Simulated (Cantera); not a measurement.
A perfectly stirred reactor is fed with H2 : O2 : H2O = 0.017 : 1 : 0.017 (molar parts), equivalence ratio 0.0085, at 10.00 Torr; it is held at 1075 K, and followed from long to short residence time.

Computed with Cantera and the H2/O2 subset of GRI-Mech 3.0, which has no nitrogen chemistry. Radical loss at walls, strong at low pressure, is not modelled.

Task: Predict: x(H2) at τ = 3.90 s; x(O2) at τ = 3.90 s; x(HO2) at τ = 3.90 s; x(H) at τ = 3.90 s; x(OH) at τ = 3.90 s; x(H2) at τ = 62.0 ms; x(O2) at τ = 62.0 ms; x(HO2) at τ = 62.0 ms; x(H) at τ = 62.0 ms; x(OH) at τ = 62.0 ms.

Result: 
```json
{
 "x(H2) at τ = 3.90 s": "6.16e-5",
 "x(O2) at τ = 3.90 s": "0.966",
 "x(HO2) at τ = 3.90 s": "8.34e-7",
 "x(H) at τ = 3.90 s": "1.76e-5",
 "x(OH) at τ = 3.90 s": "0.000239",
 "x(H2) at τ = 62.0 ms": "0.000694",
 "x(O2) at τ = 62.0 ms": "0.961",
 "x(HO2) at τ = 62.0 ms": "2.88e-6",
 "x(H) at τ = 62.0 ms": "0.000672",
 "x(OH) at τ = 62.0 ms": "0.000930"
}
```
